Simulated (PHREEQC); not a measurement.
## Silver or lead bath: speciation

Consider water at 25 °C and 50 atm with 0.6 mmol/kgw PbCl2. Closed to the air; pH follows from the charge balance.

All values are PHREEQC results (ion-association model, phreeqc.dat), not measurements.

Precipitation was switched off in this run.

Question: Estimate the pH, specific conductance.

Answer: pH 5.51; specific conductance 164 µS/cm.

Question: In which forms is Pb present?

Answer: Pb+2 96 %, PbCl+ 3.7 %, PbOH+ 0.5 % of the Pb.

Under pressure, the constants of complexes without a molar volume in the database are unreliable.
